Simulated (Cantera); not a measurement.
Feed: 1 mol B2H6, 5.2 mol H2O, 28 mol H2, at 0.0133 bar.

Method: chemical equilibrium by Gibbs-energy minimisation in Cantera with the NASA 1993 tables (ideal gas, pure condensed phases). Candidate condensed phases: B, B2O3, B3O3H3, H2O; 23 gas species. The feed counts by its element totals alone. Gases not in the tables: H3BO3. Rates play no part.

x: gas mole fraction; n: condensed amount in mol.

| T (°C) | x H2 | x H2O | x HBO2 | x H | x HBO | n B2O3(l) |
|---|---|---|---|---|---|---|
| 875 | 0.939 | 0.0603 | 0.000814 | 6.01e-7 | 3.94e-7 | 0.984 |
| 950 | 0.938 | 0.0595 | 0.00242 | 2.52e-6 | 2.52e-6 | 0.955 |
| 1025 | 0.936 | 0.0575 | 0.00624 | 8.98e-6 | 1.30e-5 | 0.885 |
| 1100 | 0.932 | 0.0533 | 0.0141 | 2.78e-5 | 5.68e-5 | 0.738 |
| 1175 | 0.925 | 0.0460 | 0.0279 | 7.68e-5 | 0.000219 | 0.463 |
| 1250 | 0.913 | 0.0356 | 0.0479 | (withheld) | (withheld) | 0 |
| 1325 | 0.912 | 0.0363 | 0.0468 | 0.000440 | 0.00114 | 0 |
| 1400 | 0.911 | 0.0371 | 0.0457 | 0.000942 | 0.00160 | 0 |
| 1475 | 0.910 | 0.0380 | 0.0445 | 0.00189 | 0.00217 | 0 |
| 1550 | 0.907 | 0.0390 | 0.0432 | 0.00357 | 0.00285 | 0 |
| 1625 | 0.904 | 0.0401 | 0.0418 | 0.00644 | 0.00360 | 0 |
| 1700 | 0.898 | 0.0413 | 0.0402 | 0.0111 | 0.00442 | 0 |
| 1775 | 0.890 | 0.0426 | 0.0384 | (withheld) | (withheld) | 0 |
| 1850 | 0.878 | 0.0441 | 0.0364 | 0.0291 | 0.00601 | 0 |

Task: Complete the blanks.

Result: 
- 1250, x H: 0.000191
- 1250, x HBO: 0.000772
- 1775, x H: 0.0183
- 1775, x HBO: 0.00524
